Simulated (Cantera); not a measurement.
Mixture: CH4 : CO : O2 : N2 : H2O = 1 : 0.031 : 1.06 : 4.14 : 0.26 (molar parts), equivalence ratio 1.9, at 1.80 bar, adiabatic and at constant volume. Ignition delay is the time to a rise of 400 K.

Cantera simulation using GRI-Mech 3.0 (53 species, 325 reactions); the numbers are that mechanism's predictions, not measurements.

Task: What does this change do: pressure from 1.80 bar to 5.00 bar?

Result: 
```csv
quantity,before,after
delay at 1273 K,16.1 ms,6.14 ms
delay at 1473 K,1.45 ms,0.642 ms
delay at 1673 K,0.198 ms,90.4 µs
delay at 1873 K,44.7 µs,19.0 µs
apparent activation energy between 1773 and 1973 K,180 kJ/mol,200 kJ/mol
```

Task: What does this change do: pressure from 1.80 bar to 9.70 bar?

Result: 
```csv
quantity,before,after
delay at 1273 K,16.1 ms,3.06 ms
delay at 1473 K,1.45 ms,0.359 ms
delay at 1673 K,0.198 ms,53.9 µs
delay at 1873 K,44.7 µs,11.2 µs
apparent activation energy between 1773 and 1973 K,180 kJ/mol,200 kJ/mol
```
